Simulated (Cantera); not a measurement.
# Adiabatic ignition

An adiabatic, constant-volume homogeneous reactor starts with CH4 : O2 : N2 = 1 : 5.41 : 20.3 (molar parts), equivalence ratio 0.37, at 1600 K and 4.93 atm.

Model: GRI-Mech 3.0 (53 species, 325 reactions), integrated in Cantera.

```
t (s)     T (K)  P (bar)   x CH4   x O2   x CH2CO      x NO     x N2O
--------  -----  -------  ------  -----  --------  --------  --------
2.00e-6    1600     5.00  0.0374  0.203    <1e-12    <1e-12  9.12e-12
6.32e-6    1600     5.00  0.0374  0.203    <1e-12    <1e-12  6.48e-11
2.00e-5    1600     5.00  0.0374  0.203  1.22e-10    <1e-12  5.34e-10
6.32e-5    1608     5.03  0.0356  0.201   8.21e-7  2.44e-11   7.03e-9
0.000200   2529     7.93  <1e-12  0.125    <1e-12  0.000494   2.53e-6
0.000632   2525     7.92  <1e-12  0.124    <1e-12   0.00230   2.51e-6
0.00200    2514     7.89  <1e-12  0.122    <1e-12   0.00684   2.49e-6
0.00632    2498     7.84  <1e-12  0.119    <1e-12    0.0136   2.49e-6
0.0200     2492     7.81  <1e-12  0.117    <1e-12    0.0165   2.51e-6
0.0632     2491     7.81  <1e-12  0.117    <1e-12    0.0166   2.51e-6
0.200      2491     7.81  <1e-12  0.117    <1e-12    0.0166   2.51e-6
```
x: mole fraction; the columns are a selection and need not sum to one.

The time of steepest temperature rise comes out as 98.4 µs, the temperature at 0.200 s is 2491 K and the equilibrium temperature is 2491 K. The x(CH4) at 0.200 s is <1e-12 (gas-phase equilibrium <1e-12) and the x(O2) at 0.200 s is 0.117 (gas-phase equilibrium 0.117). The x(CH2CO) at 0.200 s is <1e-12 (gas-phase equilibrium <1e-12).
